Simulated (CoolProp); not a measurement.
Oxygen at 298.15 K and 1.11 MPa flows at 2.9 m/s in a round tube of 10 mm bore and 45 µm roughness, fully developed (64/Re and Nu = 3.66 if laminar; Colebrook and Gnielinski if turbulent). Each further row changes one setting.

Computed with CoolProp (reference Helmholtz-energy equation of state, Schmidt 1985).

| case | Reynolds number | Darcy friction factor | pressure drop (Pa/m) | heat-transfer coefficient (W/(m² K)) | mass flow (kg/h) |
|---|---|---|---|---|---|
| as stated | 20100 | 0.0337 | 205 | 187 | … |
| velocity 5.8 m/s | 40300 | 0.0318 | … | 359 | 23.7 |
| diameter 20 mm | 40300 | 0.0276 | … | … | 47.3 |

Complete the blanks.


- as stated, mass flow (kg/h): 11.8
- velocity 5.8 m/s, pressure drop (Pa/m): 771
- diameter 20 mm, pressure drop (Pa/m): 83.8
- diameter 20 mm, heat-transfer coefficient (W/(m² K)): 154

Viscosity comes from a separate model (Lemmon 2004). Thermal conductivity comes from a separate model (Lemmon 2004).
